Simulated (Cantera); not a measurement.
What does this Cantera script print?

```python
import numpy as np
import cantera as ct

gas_names = """
    AL ALCL ALCL2 ALCL3 ALH ALN AL2 AL2CL6 CL CL2 H HCL H2 N NH NH2 NH3 N2 N2H2 N2H4
""".split()
cond_names = """
    AL(cr) AL(L) ALCL3(s) ALCL3(L) ALN(s) NH4CL(a) NH4CL(b)
""".split()


# ... load() reads the species with a 1 bar reference pressure and builds the phases ...
atoms = {
    'Al': {'AL': 1},
    'HCl': {'H': 1, 'CL': 1},
    'N2': {'N': 2},
}
top_T = {'ALN(s)': 2750}  # K; cautious upper limits of use, not melting points


# ... equilibrate(T, P, feed) seeds the gas with the atoms and calls Mixture.equilibrate('TP', solver="vcs", rtol=1e-11, max_steps=5000) ...
results = []
T = 2123  # K
P = 10000  # Pa
for m in [0.53, 0.75, 1, 1.5, 2, 2.8, 4, 5.6]:
    feed = {'Al': 1, 'HCl': m, 'N2': 520}  # mol
    mix = equilibrate(T, P, feed)
    results.append((T, P, feed, dict(zip(mix.species_names, mix.species_moles))))

top = {s: max(r[3][s] / sum(r[3][g] for g in gas_names) for r in results) for s in gas_names}
cols = sorted((s for s in top if top[s] > 1e-06), key=lambda s: -top[s])[:7]
seen = [c for c in cond_names if any(r[3].get(c, 0) > 1e-12 for r in results)]
print("log10 of partial pressures in bar; condensed amounts in mol")
print(f"{'n(HCl)':>10s}" + "".join(f"{s[:9]:>10s}" for s in cols + seen))
for T, P, feed, n in results:
    ng = sum(n[g] for g in gas_names)
    print(f"{feed['HCl']:10.4g}" + "".join(f"{np.log10(max(n[s] / ng * P / 1e5, 1e-99)):10.3f}" for s in cols)
          + "".join(f"{n.get(c, 0):10.4g}" for c in seen))
```

Result:

```
log10 of partial pressures in bar; condensed amounts in mol
    n(HCl)        N2       HCL      ALCL        H2        CL        AL         H
      0.53    -1.001    -6.239    -3.997    -4.406    -6.616    -4.042    -4.648
      0.75    -1.001    -5.753    -3.850    -4.241    -6.212    -4.298    -4.566
         1    -1.001    -5.012    -3.750    -4.123    -5.530    -4.880    -4.507
       1.5    -1.002    -4.135    -3.731    -4.046    -4.691    -5.701    -4.468
         2    -1.002    -3.836    -3.738    -3.998    -4.416    -5.983    -4.444
       2.8    -1.003    -3.576    -3.751    -3.937    -4.187    -6.224    -4.414
         4    -1.004    -3.349    -3.770    -3.866    -3.995    -6.435    -4.378
       5.6    -1.005    -3.158    -3.794    -3.792    -3.841    -6.613    -4.341
```

Equilibrium computed with Cantera from the NASA thermochemical tables; the gas is ideal and each condensed phase is pure. The tables' values for AlCl2 are old estimates; treat these amounts as uncertain.
